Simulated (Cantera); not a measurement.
Feed: 1 mol SiCl4, 0.13 mol C3H8, 110 mol H2, equilibrated at 2300 K and 2.20 mbar.

Equilibrium computed with Cantera from the NASA thermochemical tables; the gas is ideal and each condensed phase is pure. Candidate condensed phases: C, C6H6, C7H8, C8H18, Si, SiC; 109 gas species. The tables' values for SiCl are old estimates; treat these amounts as uncertain. Kinetics and transport are ignored.

**Question.** What is the equilibrium state?

**Answer.** 
```
Item                                       Result
--------------------------------------  ---------
x(H2)                                       0.777
x(H)                                        0.182
x(HCl)                                     0.0272
x(Si)                                     0.00731
x(Cl)                                     0.00459
x(C2H2 (acetylene))                       0.00117
x(SiC2)                                  0.000351
x(SiH)                                   0.000111
x(SiCl)                                   8.94e-5
gas amount                              125.2 mol
log10 activity of C(graphite) (absent)      -0.23
log10 activity of Si(l) (absent)            -1.76
```
